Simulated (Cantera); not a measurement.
Input: 1 mol CaO, 3.1 mol Cl₂, 96 mol N₂, held at 0.00825 Torr.

These are equilibrium values from Cantera (NASA tables, ideal gas, pure condensed phases), not measurements of a reactor. Candidate condensed phases: Ca, CaCl₂, CaO; 17 gas species. The numbers say what is thermodynamically allowed, not how fast it happens. All values below are at 1252 °C.

Base state: N₂ 0.944, Cl 0.0413, CaCl₂ 0.00983, O₂ 0.00474, NO 0.000227, O 0.000118 (mole fractions); condensed: gas only.

Q: What changes in the equilibrium state with this change: Cl₂ from 3.1 to 6.7 mol?

A: 
| species | before | after |
|---|---|---|
| N₂ | 0.944 | 0.881 |
| Cl | 0.0413 | 0.105 |
| CaCl₂ | 0.00983 | 0.00918 |
| Cl₂ | 3.95e-6 | 2.53e-5 |
| O₂ | 0.00474 | 0.00443 |
